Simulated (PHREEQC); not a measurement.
A solution holds 4.9 mol/kgw MgCl2 and 0.025 mol/kgw NaHCO3, at 30 °C. Closed to the air; pH follows from the charge balance.

All values are PHREEQC results (Pitzer model, pitzer.dat), not measurements.

Each row changes one thing in this solution. This is a speciation only: nothing precipitates in the calculation.

| case | pH | ionic strength (mol/kgw) |
|---|---|---|
| as made | 4.57 | 14.7 |
| temperature from 30 to 50 °C | (withheld) | 14.7 |
| diluted 10-fold with water | (withheld) | (withheld) |
| MgCl2 left out | (withheld) | 0.0253 |
| NaHCO3 left out | 3.12 | 14.7 |
| temperature from 30 to 40 °C | 4.57 | 14.7 |

### Question
Fill in the missing entries.

### Answer

- temperature from 30 to 50 °C, pH: 4.59
- diluted 10-fold with water, pH: 7.09
- diluted 10-fold with water, ionic strength (mol/kgw): 1.47
- MgCl2 left out, pH: 8.15

Complexes and solids missing from the database can't appear. Some of these states are supersaturated (in Magnesite (slow to form), for instance). In brines, pH and single-ion activities rest on the MacInnes convention. Away from 25 °C the constants follow the database's enthalpies or fits; those with neither stay at their 25 °C values.
